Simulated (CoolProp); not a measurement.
o-xylene at 341.2 K and 1.84 MPa is throttled through a valve to 0.623 MPa with no heat exchange. Each further row changes one setting.

Computed with CoolProp (reference Helmholtz-energy equation of state, Zhou 2012).

```json
[
 {"case": "as stated", "temperature change (K)": "+0.5", "final density (kg/m³)": "839"},
 {"case": "outlet pressure 0.187 MPa", "temperature change (K)": "+0.7", "final density (kg/m³)": "839"},
 {"case": "outlet pressure 0.81 MPa", "temperature change (K)": "+0.4", "final density (kg/m³)": "840"}
]
```
